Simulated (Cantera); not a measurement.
Equilibrium for chlorosilane synthesis and conversion: Si + Cl₂ + H₂ + HCl

A closed system holds: 1 mol Si, 1.7 mol Cl₂, 4.1 mol H₂, 1.3 mol HCl, held at 1198.15 K.

These are equilibrium values from Cantera (NASA tables, ideal gas, pure condensed phases), not measurements of a reactor. Candidate condensed phases: Si; 19 gas species. The tables' values for SiCl₃ are old estimates; treat these amounts as uncertain. The numbers say what is thermodynamically allowed, not how fast it happens.

From 0.100 bar to 30.0 bar nothing is condensed. The main Si-bearing gas is SiCl₄ throughout.

```json
[
 {"P (Pa)": "10000", "x H₂": "0.688", "x HCl": "0.150", "x SiCl₄": "0.131", "x SiHCl₃": "0.0162", "x SiCl₃": "0.00896", "x SiCl₂": "0.00540", "x SiH₂Cl₂": "0.000261", "x SiH₃Cl": "1.15e-6"},
 {"P (Pa)": "31000", "x H₂": "0.694", "x HCl": "0.143", "x SiCl₄": "0.137", "x SiHCl₃": "0.0180", "x SiCl₃": "0.00562", "x SiCl₂": "0.00204", "x SiH₂Cl₂": "0.000309", "x SiH₃Cl": "1.45e-6"},
 {"P (Pa)": "98000", "x H₂": "0.698", "x HCl": "0.139", "x SiCl₄": "0.140", "x SiHCl₃": "0.0190", "x SiCl₃": "0.00332", "x SiCl₂": "0.000697", "x SiH₂Cl₂": "0.000335", "x SiH₃Cl": "1.62e-6"},
 {"P (Pa)": "310000", "x H₂": "0.699", "x HCl": "0.137", "x SiCl₄": "0.142", "x SiHCl₃": "0.0195", "x SiCl₃": "0.00192", "x SiCl₂": "0.000229", "x SiH₂Cl₂": "0.000349", "x SiH₃Cl": "1.71e-6"},
 {"P (Pa)": "960000", "x H₂": "0.700", "x HCl": "0.136", "x SiCl₄": "0.143", "x SiHCl₃": "0.0197", "x SiCl₃": "0.00110", "x SiCl₂": "7.52e-5", "x SiH₂Cl₂": "0.000356", "x SiH₃Cl": "1.76e-6"},
 {"P (Pa)": "3000000", "x H₂": "0.700", "x HCl": "0.136", "x SiCl₄": "0.143", "x SiHCl₃": "0.0198", "x SiCl₃": "0.000627", "x SiCl₂": "2.43e-5", "x SiH₂Cl₂": "0.000359", "x SiH₃Cl": "1.78e-6"}
]
```
x: gas mole fraction; nothing condenses.
